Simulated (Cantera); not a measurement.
## Transport properties of process gases

Gas mixture: 88.1 % CO, 11.9 % H2O, at 13300 Pa, frozen composition.

Cantera's kinetic-theory transport with the Lennard-Jones parameters of GRI-Mech 3.0, ideal gas; thermal conductivity in the mixture-averaged form. Polar gases are described roughly by these parameters.

```
T (K)  ρ (kg/m³)  cp (J/kg/K)  μ (µPa s)  λ (mW/m/K)     Pr  D (cm²/s) H  D (cm²/s) CH3  D (cm²/s) N2
-----  ---------  -----------  ---------  ----------  -----  -----------  -------------  ------------
400        0.107         1117       21.0        32.3  0.727         15.5           2.86          2.64
650       0.0662         1175       29.9        49.2  0.714         36.0           6.64          6.08
900       0.0478         1249       37.6        65.8  0.713         62.6           11.5          10.5
1150      0.0374         1307       44.5        81.7  0.711         94.5           17.4          15.9
1400      0.0307         1352       50.8        96.8  0.709          131           24.2          22.0
1650      0.0261         1386       56.7         111  0.707          173           31.8          28.9
1900      0.0226         1412       62.3         125  0.705          218           40.2          36.5
2150      0.0200         1432       67.6         138  0.704          268           49.4          44.9
```
D: mixture-averaged diffusion coefficient of that species in the mixture.
